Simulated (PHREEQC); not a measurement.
Solution (25 °C): 0.0034 mol H3BO3 and 0.26 mol NaF per kg of water. Closed to the air; pH follows from the charge balance.

Equilibrium calculation in PHREEQC: ion-association model, phreeqc.dat.

No solid was allowed to form.

Task: Estimate the pH.

Result: pH 7.68.

Task: In which forms is F present?

Result: F- 93 %, NaF 6.3 % of the F.

Species that the database lacks are ignored. Real BF4- forms and hydrolyses slowly; the run takes it at equilibrium.
